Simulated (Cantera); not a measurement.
A closed system holds: 1 mol AlN, 10 mol O₂, 29 mol H₂, equilibrated at 1850 °C and 1.20e-5 bar.

Cantera equilibrium calculation (NASA polynomials, part measured and part estimated; ideal gas, pure solids and liquids). Candidate condensed phases: Al, AlN, Al₂O₃, H₂O; 35 gas species. The tables' values for AlOH are old estimates; treat these amounts as uncertain. The numbers say what is thermodynamically allowed, not how fast it happens.

Base state: H 0.447, H₂ 0.186, H₂O 0.177, O 0.0893, OH 0.0525, O₂ 0.0361, N₂ 0.0103, NO 0.000500 (mole fractions); condensed: Al₂O₃(s).

Q: What changes in the equilibrium state with this change: temperature from 1850 °C to 1700 °C?

A: 
```json
[
 {"species": "H₂O", "before": "0.177", "after": "0.456"},
 {"species": "H₂", "before": "0.186", "after": "0.265"},
 {"species": "H", "before": "0.447", "after": "0.200"},
 {"species": "O", "before": "0.0893", "after": "0.0182"},
 {"species": "O₂", "before": "0.0361", "after": "0.0136"},
 {"species": "OH", "before": "0.0525", "after": "0.0327"},
 {"species": "N₂", "before": "0.0103", "after": "0.0143"},
 {"species": "AlO₂H", "before": "0.000183", "after": "3.76e-5"},
 {"species": "Al", "before": "5.07e-5", "after": "7.73e-7"},
 {"species": "AlO", "before": "0.000210", "after": "6.06e-6"},
 {"species": "AlOH", "before": "4.29e-5", "after": "4.43e-6"},
 {"species": "Al₂O₃(s), mol", "before": "0.488", "after": "0.499"}
]
```

Q: What changes in the equilibrium state with this change: pressure from 1.20e-5 bar to 0.00450 bar?

A: 
```json
[
 {"species": "H₂O", "before": "0.177", "after": "0.607"},
 {"species": "H₂", "before": "0.186", "after": "0.338"},
 {"species": "H", "before": "0.447", "after": "0.0311"},
 {"species": "O", "before": "0.0893", "after": "0.000450"},
 {"species": "O₂", "before": "0.0361", "after": "0.000344"},
 {"species": "OH", "before": "0.0525", "after": "0.00690"},
 {"species": "N₂", "before": "0.0103", "after": "0.0166"},
 {"species": "AlO₂H", "before": "0.000183", "after": "1.75e-5"},
 {"species": "Al", "before": "5.07e-5", "after": "5.21e-8"},
 {"species": "AlO", "before": "0.000210", "after": "4.07e-7"},
 {"species": "AlOH", "before": "4.29e-5", "after": "2.17e-6"},
 {"species": "NO", "before": "0.000500", "after": "6.18e-5"},
 {"species": "Al₂O₃(s), mol", "before": "0.488", "after": "0.500"}
]
```
